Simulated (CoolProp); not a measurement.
A single-stage vapour-compression cycle with R143a: evaporating at 236.15 K (dew point), condensing at 280.15 K (bubble point), superheat 5 K, subcooling 8 K, compressor efficiency 0.9, no pressure losses. Each further row changes one setting.

Computed with CoolProp (reference Helmholtz-energy equation of state, Lemmon and Jacobsen 2000).

| case | cooling COP | pressure ratio | discharge temperature (K) | refrigerating effect (kJ/kg) | volumetric capacity (kJ/m³) |
|---|---|---|---|---|---|
| as stated | 4.17 | 4.77 | 299.1 | 173 | 1240 |
| evaporating temperature 241.15 K | 4.91 | ___ | 296.9 | 176 | ___ |
| condensing temperature 275.15 K | ___ | ___ | ___ | 180 | 1290 |
| subcooling 13 K | 4.35 | 4.77 | 299.1 | 180 | 1290 |
| superheat 15 K | 4.17 | 4.77 | ___ | ___ | 1240 |
| compressor efficiency 0.8 | ___ | 4.77 | 303.9 | 173 | 1240 |

Question: Complete the blanks.

Answer: 
- evaporating temperature 241.15 K, pressure ratio: 3.87
- evaporating temperature 241.15 K, volumetric capacity (kJ/m³): 1540
- condensing temperature 275.15 K, cooling COP: 4.83
- condensing temperature 275.15 K, pressure ratio: 4.10
- condensing temperature 275.15 K, discharge temperature (K): 293.1
- superheat 15 K, discharge temperature (K): 309.3
- superheat 15 K, refrigerating effect (kJ/kg): 182
- compressor efficiency 0.8, cooling COP: 3.71
